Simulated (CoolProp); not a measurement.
Saturation properties of isohexane (Tc = 224.6 °C, pc = 3.043 MPa, ω = 0.280).

Values from CoolProp's reference Helmholtz-energy equation of state, Lemmon 2006. It is a short technical equation, of lower accuracy than the large ones.

```csv
T (°C),p (MPa),liquid density (kg/m³),liquid cp (kJ/(kg K)),vapour Z,surface tension (mN/m)
60.25,0.1014,615.0,2.412,0.9515,13.4
66.85,0.1246,608.5,2.446,0.9440,12.7
73.45,0.1516,601.8,2.482,0.9359,12.1
80.05,0.1830,595.0,2.518,0.9269,11.5
86.65,0.2191,588.0,2.555,0.9173,10.9
93.25,0.2604,580.9,2.593,0.9068,10.2
99.85,0.3074,573.6,2.632,0.8954,9.62
106.35,0.3597,566.3,2.671,0.8834,9.03
112.95,0.4194,558.6,2.713,0.8703,8.43
119.55,0.4863,550.7,2.756,0.8562,7.84
126.15,0.5608,542.5,2.801,0.8411,7.25
132.75,0.6436,534.0,2.849,0.8250,6.68
139.35,0.7353,525.2,2.900,0.8076,6.11
145.95,0.8363,516.1,2.954,0.7890,5.55
```

It boils at 60.2 °C under 1 atm.

Surface tension comes from a separate correlation (Mulero 2012).
